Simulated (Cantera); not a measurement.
A closed system holds: 1 mol CH3F, 0.045 mol Si, at 3498 K and 49.0 Pa.

Method: chemical equilibrium by Gibbs-energy minimisation in Cantera with the NASA 1993 tables (ideal gas, pure condensed phases). Candidate condensed phases: C, C6H6, C7H8, C8H18, Si, SiC; 113 gas species. The tables' values for SiF are old estimates; treat these amounts as uncertain. Equilibrium is a limit: real reactors are often held back by kinetics, nucleation or transport.

Base state: H 0.596, F 0.189, C 0.184, HF 0.0119, Si 0.00892, C2 0.00621, C3 0.00170, CF 0.00161 (mole fractions); condensed: gas only.

### Question
What changes in the equilibrium state with this change: temperature from 3498 K to 998.15 K?

### Answer
| species | before | after |
|---|---|---|
| H2 | 0.000504 | 0.558 |
| HF | 0.0119 | 0.419 |
| SiF4 | <1e-9 | 0.0230 |
| H | 0.596 | 7.29e-8 |
| F | 0.189 | <1e-9 |
| C | 0.184 | <1e-9 |
| Si | 0.00892 | <1e-9 |
| C2 | 0.00621 | <1e-9 |
| C3 | 0.00170 | <1e-9 |
| CF | 0.00161 | <1e-9 |
| SiF | 0.000183 | <1e-9 |
| C(graphite), mol | 0 | 1.000 |
